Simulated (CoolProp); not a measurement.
R141b along the isotherm 465.6 K: density (kg/m³) from the reference equation and from simpler models built on Tc = 477.5 K, pc = 42.12 bar, ω = 0.220; each cubic takes its own stable root.

Computed with CoolProp (reference Helmholtz-energy equation of state, Lemmon 2006). It is a short technical equation, of lower accuracy than the large ones.

```
p (bar)   phase  reference  van der Waals  Redlich-Kwong  Soave-Redlich-Kwong  Peng-Robinson
-------  ------  ---------  -------------  -------------  -------------------  -------------
11.7        gas      39.63          39.07          39.70                39.76          40.24
23.4        gas      93.87          89.94          93.55                93.98          96.56
46.8     liquid      783.3          509.1          635.2                648.5          724.0
58.5     liquid      815.3          548.4          684.3                694.0          774.9
70.2     liquid      838.5          573.9          718.6                726.7          811.4
81.9     liquid      857.2          593.3          745.7                752.6          840.4
93.6     liquid      873.0          609.0          768.2                774.4          864.7
105      liquid      886.4          622.1          787.1                792.8          885.2
```
